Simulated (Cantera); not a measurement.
Charge: 1 mol Si₃N₄, 0.0012 mol H₂O, 8.8 mol H₂, at 1525 °C and 2.50 bar.

These are equilibrium values from Cantera (NASA tables, ideal gas, pure condensed phases), not measurements of a reactor. Mutual solubility and eutectic melting of coexisting phases are not modelled. Gases not in the tables: Si₂H₆ and higher silanes. Equilibrium is a limit: real reactors are often held back by kinetics, nucleation or transport.

```csv
species,before,after
H₂,0.996,0.953
N₂,0.00342,0.0460
H,0.000223,0.000834
SiO,0.000127,0.000130
Si,1.24e-6,1.26e-5
SiH,2.24e-6,1.41e-5
SiH₂,2.94e-5,8.67e-5
NH₃,4.26e-6,1.05e-5
"Si(l), mol",0.0438,0.635
"Si₂N₂O(s), mol",7.10e-5,0
"Si₃N₄(s), mol",0.985,0.788
```
Gas species are given as mole fractions.

Q: What was changed between the two runs?
A) pressure from 2.50 bar to 0.130 Pa
B) temperature from 1525 °C to 850 °C
C) 0.094 mol O₂ added
D) temperature from 1525 °C to 1700 °C

A: D, temperature from 1525 °C to 1700 °C
